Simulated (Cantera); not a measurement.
Charge: 1 mol Si₃N₄, 0.0037 mol O₂, 820 mol H₂, held at 1.00 bar.

Equilibrium computed with Cantera from the NASA thermochemical tables; the gas is ideal and each condensed phase is pure. Candidate condensed phases: H₂O, Si, SiO₂, Si₂N₂O, Si₃N₄; 35 gas species. Mutual solubility and eutectic melting of coexisting phases are not modelled. Kinetics and transport are ignored. All values below are at 1475 K.

Base state: H₂ 1.000, N₂ 2.87e-5, H 1.30e-5 (mole fractions); condensed: Si(s) + Si₂N₂O(s) + Si₃N₄(s).

Question: What changes in the equilibrium state with this change: Si₃N₄ replaced by Si?

Answer: 
```csv
species,before,after
H₂,1.000,1.000
H,1.30e-5,1.30e-5
N₂,2.87e-5,0
"Si(s), mol",0.0299,0.991
"Si₂N₂O(s), mol",0.00701,0
"Si₃N₄(s), mol",0.985,0
```
